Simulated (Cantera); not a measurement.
Predominance diagram of Ta at 1900 K against the partial pressures of O₂ and CO (log10, bar). Cantera with NASA thermochemical tables; ideal gases at 1 bar, condensed phases pure. Candidates: Ta(s), TaC(s), Ta₂O₅(s). Only these pure phases compete in this equilibrium. TaC: taken at fixed stoichiometry. Not in the tables: Ta₂C.

**Question.** Which phase is stable at these pairs, and which metal-bearing vapour leads over it? (-4.6, -6.7); (-7.7, -1.6); (-6.1, -6.7); (-18.4, -6.1); (-1.5, -7.4); (0, -4.1); (-1.5, -6.1)

**Answer.** 
```
log p(O₂)  log p(CO)     phase  chief vapour  log p (bar)
---------  ---------  --------  ------------  -----------
-4.6            -6.7  Ta₂O₅(s)          TaO₂         -9.0
-7.7            -1.6  Ta₂O₅(s)          TaO₂         -8.3
-6.1            -6.7  Ta₂O₅(s)          TaO₂         -8.7
-18.4           -6.1     Ta(s)           TaO         -9.9
-1.5            -7.4  Ta₂O₅(s)          TaO₂         -9.8
0               -4.1  Ta₂O₅(s)          TaO₂        -10.2
-1.5            -6.1  Ta₂O₅(s)          TaO₂         -9.8
```
